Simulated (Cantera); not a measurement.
Feed: 1 mol Si, 0.0011 mol H2O, 8.8 mol N2, equilibrated at 1598.15 K and 3.00e-6 bar.

Cantera equilibrium calculation (NASA polynomials, part measured and part estimated; ideal gas, pure solids and liquids). Candidate condensed phases: H2O, Si, SiO2, Si2N2O, Si3N4; 35 gas species. The tables' values for SiN are old estimates; treat these amounts as uncertain. Rates play no part.

Base state: N2 0.968, Si 0.0313, H 0.000176, SiO 0.000121, Si2N 7.74e-5, Si2 7.70e-5, SiN 4.62e-5, H2 3.27e-5 (mole fractions); condensed: Si(s).

Problem. What changes in the equilibrium state with this change: temperature from 1598.15 K to 1248.15 K?

Solution. 
```json
[
 {"species": "N2", "before": "0.968", "after": "1.000"},
 {"species": "H2", "before": "3.27e-5", "after": "0.000134"},
 {"species": "SiO", "before": "0.000121", "after": "6.09e-5"},
 {"species": "Si", "before": "0.0313", "after": "3.04e-7"},
 {"species": "H", "before": "0.000176", "after": "3.13e-6"},
 {"species": "Si2N", "before": "7.74e-5", "after": "<1e-9"},
 {"species": "Si2", "before": "7.70e-5", "after": "<1e-9"},
 {"species": "SiN", "before": "4.62e-5", "after": "2.45e-9"},
 {"species": "Si3", "before": "1.68e-5", "after": "<1e-9"},
 {"species": "Si(s), mol", "before": "0.711", "after": "0"},
 {"species": "Si2N2O(s), mol", "before": "0", "after": "0.000605"},
 {"species": "Si3N4(s), mol", "before": "0", "after": "0.333"}
]
```
N2 is the only nitrogen source here; it is nearly inert below about 1500 K, so the nitride shown seldom forms there in practice. Mutual solubility and eutectic melting of coexisting phases are not modelled.

Problem. What changes in the equilibrium state with this change: temperature from 1598.15 K to 1675 K?

Solution. 
```tsv
species	before	after
N2	0.968	0.898
Si	0.0313	0.101
Si2	7.70e-5	0.000274
H2	3.27e-5	9.35e-6
Si3	1.68e-5	4.73e-5
SiN	4.62e-5	0.000109
Si2N	7.74e-5	0.000137
Si(s), mol	0.711	0
```

Problem. What changes in the equilibrium state with this change: pressure from 3.00e-6 bar to 1 atm?

Solution. 
| species | before | after |
|---|---|---|
| N2 | 0.968 | 1.000 |
| H2 | 3.27e-5 | 0.000135 |
| H | 0.000176 | 6.15e-7 |
| Si | 0.0313 | <1e-9 |
| SiO | 0.000121 | 5.26e-7 |
| Si2N | 7.74e-5 | <1e-9 |
| Si2 | 7.70e-5 | <1e-9 |
| SiN | 4.62e-5 | <1e-9 |
| Si(s), mol | 0.711 | 0 |
| Si2N2O(s), mol | 0 | 0.00110 |
| Si3N4(s), mol | 0 | 0.333 |
Mutual solubility and eutectic melting of coexisting phases are not modelled.
